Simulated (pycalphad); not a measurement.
**Effect of C content in Si-Al-C**

All values are pycalphad results on the COST 507 light-alloy database (1999) (1 atm), not direct measurements. The data set is of 1999 and partly superseded. Phase fractions are per mole of atoms.

| alloy | liquidus (K) | first solid | solidus (K) | phases at 575 K |
|---|---|---|---|---|
| Si-85.7Al-1.35C (at.%) | 1984 | AL4C3 | 850 | fcc 0.84, diamond (Si) 0.13, AL8SIC7 0.03 |
| Si-85.7Al-1.8C (at.%) | [?] | AL4C3 | 850 | [?] |
| Si-85.7Al-2.7C (at.%) | 2078 | AL4C3 | 850 | fcc 0.83, diamond (Si) 0.11, AL8SIC7 0.06 |
| Si-85.7Al-3.6C (at.%) | 2120 | AL4C3 | 850 | fcc 0.82, diamond (Si) 0.10, AL8SIC7 0.08 |
| Si-85.7Al-5.4C (at.%) | 2182 | AL4C3 | 850 | fcc 0.80, AL8SIC7 0.12, diamond (Si) 0.08 |
| Si-85.7Al-7.2C (at.%) | 2229 | AL4C3 | 850 | fcc 0.78, AL8SIC7 0.16, diamond (Si) 0.06 |

**Question.** What belongs in the gaps?

**Answer.** 
- Si-85.7Al-1.8C (at.%), liquidus (K): 2022
- Si-85.7Al-1.8C (at.%), phases at 575 K: fcc 0.84, diamond (Si) 0.12, AL8SIC7 0.04

Database names, with the compositions (at.%) that they take in these runs: AL4C3: Al 56 C 43 Si 0; AL8SIC7: Al 50 C 44 Si 6.
